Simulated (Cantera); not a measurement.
Feed: 1 mol CaO, 28 mol HCl, 24 mol N₂, at 1200 K and 0.0210 Torr.

Method: chemical equilibrium by Gibbs-energy minimisation in Cantera with the NASA 1993 tables (ideal gas, pure condensed phases). Candidate condensed phases: Ca, CaCl₂, CaO, Ca(OH)₂, H₂O, NH₄Cl; 36 gas species. The numbers say what is thermodynamically allowed, not how fast it happens.

Base state: HCl 0.499, N₂ 0.461, CaCl₂ 0.0192, H₂O 0.0192, Cl 0.000804, H₂ 0.000403 (mole fractions); condensed: gas only.

Q: What changes in the equilibrium state with this change: CaO replaced by Fe₂O₃?

A: 
```tsv
species	before	after
N₂	0.461	0.456
HCl	0.499	0.443
H₂O	0.0192	0.0444
FeCl₂	0	0.0379
CaCl₂	0.0192	0
Cl	0.000804	0.0124
O₂	1.31e-8	0.00628
FeCl₃	0	8.53e-5
NO	3.74e-8	2.57e-5
```
Further candidate phases: Fe, FeCl₂, FeCl₃, FeO, Fe(OH)₂, Fe(OH)₃, Fe₂O₃, Fe₃O₄.
